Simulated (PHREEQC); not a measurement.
0.15 g of hydrous ferric oxide (600 m²/g; 0.2 weak and 0.005 strong sites per Fe, Dzombak-Morel constants, diffuse double layer) in 1 kg of water with 0.005 mol/kgw of an inert sodium salt, at 25 °C; the pH is set by adding NaOH or the inert anion's acid. Oxygen alone is held at its pressure in air (log pO2 = -0.68). CO2 from the air is kept out. Precipitation was switched off in this run.

Base run: PHREEQC, ion-association model, wateq4f.dat. Each further column changes one thing. The table gives surface charge σ (C/m²).

```tsv
pH	base	background salt from 0.005 to 0.0005 mol/kgw	oxide from 0.15 to 0.75 g/kgw	0.0001 mol/kgw Na2HAsO4 added
4	0.183	0.098	0.186	0.101
5.33	0.069	0.028	0.070	0.030
6	0.038	0.014	0.038	0.014
7.33	0.008	0.003	0.008	-0.002
8.67	-0.005	-0.002	-0.005	-0.017
10	-0.030	-0.012	-0.031	-0.041
10.67	-0.059	-0.030	-0.060	-0.065
12	-0.215	-0.198	-0.216	-0.217
```
